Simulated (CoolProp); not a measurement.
Vapour pressure (MPa) of toluene: the reference equation beside estimates from Tc = 591.7 K, pc = 4.126 MPa, ω = 0.266. Clausius-Clapeyron is anchored at 468.9 K with a constant enthalpy of vaporisation of 27.16 kJ/mol.

Values from CoolProp's reference Helmholtz-energy equation of state, Lemmon 2006. It is a short technical equation, of lower accuracy than the large ones.

```
T (K)  reference  Lee-Kesler  Clausius-Clapeyron  van der Waals  Redlich-Kwong  Soave-Redlich-Kwong  Peng-Robinson
-----  ---------  ----------  ------------------  -------------  -------------  -------------------  -------------
450.2     0.4881      0.4922              0.5204          1.249         0.7020               0.4928         0.4876
468.9     0.6951      0.7021              0.6951          1.513            [?]               0.7049         0.6962
487.6     0.9618         [?]              0.9080          1.811          1.248               0.9789         0.9659
506.3      1.299       1.311               1.163            [?]          1.606                1.325          1.308
525        1.717       1.731               1.463          2.511          2.029                  [?]          1.733
543.7      2.231       2.246               1.813          2.915          2.520                2.276          2.253
562.4      2.856       2.870               2.213          3.356          3.084                2.903          2.883
581.1      3.618       3.627               2.668          3.836          3.725                3.646          3.636
```

Q: Some entries are withheld; supply them.

A: 
- 468.9, Redlich-Kwong: 0.9478
- 487.6, Lee-Kesler: 0.9719
- 506.3, van der Waals: 2.143
- 525, Soave-Redlich-Kwong: 1.753

Absolute difference from the reference over all 8 rows, mean and median: Lee-Kesler 0.8 and 0.8 %, Clausius-Clapeyron 13.1 and 12.6 %, van der Waals 65.9 and 55.6 %, Redlich-Kwong 22.0 and 20.9 %, Soave-Redlich-Kwong 1.6 and 1.7 %, Peng-Robinson 0.6 and 0.6 %.
